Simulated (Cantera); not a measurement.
Mixture: 27.2 % H₂, 15.3 % O₂, 57.5 % N₂, equivalence ratio 0.89, at 1500 Torr, adiabatic and at constant pressure. Ignition delay is the time to a rise of 400 K.

Computed with Cantera and GRI-Mech 3.0 (53 species, 325 reactions).

Q: At T0 = 1425 K, what is the delay, and which 7 reactions control it most (d ln τ / d ln k, from doubling and halving each rate constant)?

A: The delay is 9.50 µs.
| reaction | d ln τ / d ln k | faster rate |
|---|---|---|
| H + O2 <=> O + OH | -0.59 | shortens it |
| H2 + O <=> H + OH | -0.15 | shortens it |
| H2 + OH <=> H + H2O | -0.09 | shortens it |
| H + O2 + H2O <=> HO2 + H2O | -0.06 | shortens it |
| H + HO2 <=> H2 + O2 | -0.06 | shortens it |
| H + OH + M <=> H2O + M | -0.03 | shortens it |
| 2 H + H2O <=> H2 + H2O | -0.01 | shortens it |
